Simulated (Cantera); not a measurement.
Feed: 1 mol HCl, 0.16 mol H2O, 3 mol N2, at 2225 K and 0.100 bar.

Equilibrium computed with Cantera from the NASA thermochemical tables; the gas is ideal and each condensed phase is pure. Candidate condensed phases: H2O, NH4Cl; 29 gas species. The numbers say what is thermodynamically allowed, not how fast it happens.

Base state: N2 0.710, HCl 0.210, H2O 0.0363, Cl 0.0269, H2 0.0134, H 0.00237, OH 0.000928, NO 0.000314 (mole fractions); condensed: gas only.

Q: What changes in the equilibrium state with this change: pressure from 0.100 bar to 2.00 mbar?

A: 
| species | before | after |
|---|---|---|
| N2 | 0.710 | 0.678 |
| HCl | 0.210 | 0.144 |
| Cl | 0.0269 | 0.0825 |
| H | 0.00237 | 0.0265 |
| H2 | 0.0134 | 0.0335 |
| H2O | 0.0363 | 0.0290 |
| O | 0.000114 | 0.00182 |
| Cl2 | 2.82e-5 | 5.31e-6 |
| O2 | 0.000129 | 0.000664 |
| OH | 0.000928 | 0.00333 |
| NO | 0.000314 | 0.000697 |
